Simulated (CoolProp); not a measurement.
Values from CoolProp's reference Helmholtz-energy equation of state, Thol 2016.

Give the vapour pressure (MPa), liquid density (kg/m³), vapour Z of saturated hexamethyldisiloxane (MM) at 32.05, 85.05 °C.


| T (°C) | p (MPa) | liquid density (kg/m³) | vapour Z |
|---|---|---|---|
| 32.05 | 0.00789 | 752 | 0.990 |
| 85.05 | 0.0632 | 693 | 0.955 |
